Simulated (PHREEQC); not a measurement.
PHREEQC input (ion-association model, phreeqc.dat):

```
SOLUTION 1
  temp 25
  units mol/kgw
  pH 7 charge
END
SELECTED_OUTPUT 1
  -reset false
  -pH true
  -pe true
  -ionic_strength true
  -water true
  -totals Oxg
  -molalities H+ OH-
USER_PUNCH 1
  -headings p_Oxg(g) phi_Oxg(g) p_H2O(g) phi_H2O(g) density
  10 PUNCH PR_P("Oxg(g)"), PR_PHI("Oxg(g)"), PR_P("H2O(g)"), PR_PHI("H2O(g)"), RHO
PRINT
  -reset false
USE solution 1
REACTION_TEMPERATURE 1
  10
GAS_PHASE 1
  -fixed_pressure
  -pressure 2
  -temperature 10
  -volume 20
  Oxg(g) 2
  H2O(g) 0
END
# ... the last block is repeated for the other 9 points of P (atm)
```

Selected output (columns that matter, 10 of 10 rows; P (atm) added in front):

```
P (atm)	pH	mu	Oxg	m_H+	m_OH-	p_Oxg(g)	phi_Oxg(g)	p_H2O(g)	phi_H2O(g)	density
2	7.2655	5.4277e-08	0.0033959	5.4277e-08	5.4277e-08	1.9875	0.9977	0.01253	0.98128	0.99976
5	7.2649	5.4355e-08	0.0084603	5.4355e-08	5.4355e-08	4.9871	0.99428	0.012916	0.95414	0.99992
10	7.2638	5.4486e-08	0.016741	5.4485e-08	5.4485e-08	9.9864	0.98867	0.013585	0.91052	1.0002
20	7.2618	5.4746e-08	0.032723	5.4746e-08	5.4746e-08	19.985	0.97775	0.015031	0.82912	1.0007
30	7.2597	5.5006e-08	0.047966	5.5005e-08	5.5005e-08	29.983	0.96725	0.01663	0.75501	1.0012
40	7.2577	5.5264e-08	0.06251	5.5264e-08	5.5264e-08	39.982	0.95715	0.018397	0.68764	1.0018
50	7.2557	5.5522e-08	0.076395	5.5522e-08	5.5522e-08	49.98	0.94745	0.020344	0.62647	1.0023
75	7.2507	5.6164e-08	0.10846	5.6164e-08	5.6164e-08	74.974	0.92497	0.026102	0.49752	1.0036
100	7.2458	5.6801e-08	0.13716	5.6801e-08	5.6801e-08	99.967	0.90492	0.033306	0.39729	1.0049
150	7.2363	5.8057e-08	0.1863	5.8057e-08	5.8057e-08	149.95	0.87179	0.05285	0.25993	1.0074
```

Away from 25 °C the constants follow the database's enthalpies or fits; those with neither stay at their 25 °C values.
